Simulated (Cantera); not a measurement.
Feed: 1 mol TEOS, 0.77 mol H2O, equilibrated at 873 K and 1.00 bar.

Cantera equilibrium calculation (NASA polynomials, part measured and part estimated; ideal gas, pure solids and liquids). Candidate condensed phases: C, C6H6, C7H8, C8H18, H2O, Si, SiC, SiO2; 123 gas species. The feed counts by its element totals alone. Equilibrium is a limit: real reactors are often held back by kinetics, nucleation or transport.

Base state: H2 0.600, CH4 0.162, H2O 0.145, CO 0.0568, CO2 0.0366 (mole fractions); condensed: C(graphite) + SiO2(β-quartz).

**Question.** What changes in the equilibrium state with this change: temperature from 873 K to 675 K?

**Answer.** 
```csv
species,before,after
CH4,0.162,0.480
H2O,0.145,0.304
H2,0.600,0.181
CO,0.0568,0.00165
CO2,0.0366,0.0332
"C(graphite), mol",5.43,4.16
"SiO2(β-quartz), mol",1.00,0
"SiO2(α-quartz), mol",0,1.00
```
